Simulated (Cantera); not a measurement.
A closed system holds: 1 mol SiH₂Cl₂, 0.035 mol Cl₂, 120 mol H₂, held at 650 °C and 1.33 mbar.

Method: chemical equilibrium by Gibbs-energy minimisation in Cantera with the NASA 1993 tables (ideal gas, pure condensed phases). Candidate condensed phases: Si; 19 gas species. The tables' values for SiCl₃ are old estimates; treat these amounts as uncertain. Kinetics and transport are ignored.

Base state: H₂ 0.988, HCl 0.0103, SiCl₄ 0.00122, SiHCl₃ 0.000417, SiCl₂ 0.000155, SiCl₃ 6.85e-5, SiH₂Cl₂ 1.40e-5 (mole fractions); condensed: Si(s).

Problem. What changes in the equilibrium state with this change: SiH₂Cl₂ replaced by Si₃H₈?

Solution. 
```json
[
 {"species": "H₂", "before": "0.988", "after": "0.999"},
 {"species": "HCl", "before": "0.0103", "after": "0.000563"},
 {"species": "SiCl₂", "before": "0.000155", "after": "4.56e-7"},
 {"species": "SiCl₄", "before": "0.00122", "after": "1.06e-8"},
 {"species": "SiCl₃", "before": "6.85e-5", "after": "1.10e-8"},
 {"species": "SiHCl₃", "before": "0.000417", "after": "6.72e-8"},
 {"species": "SiH₂Cl₂", "before": "1.40e-5", "after": "4.17e-8"},
 {"species": "Si(s), mol", "before": "0.771", "after": "3.00"}
]
```
The feed counts by its element totals alone.

Problem. What changes in the equilibrium state with this change: pressure from 1.33 mbar to 74.0 mbar?

Solution. 
```csv
species,before,after
H₂,0.988,0.992
HCl,0.0103,0.00423
SiCl₄,0.00122,0.00190
SiHCl₃,0.000417,0.00159
SiH₂Cl₂,1.40e-5,0.000131
SiCl₂,0.000155,2.59e-5
SiCl₃,6.85e-5,3.50e-5
"Si(s), mol",0.771,0.552
```
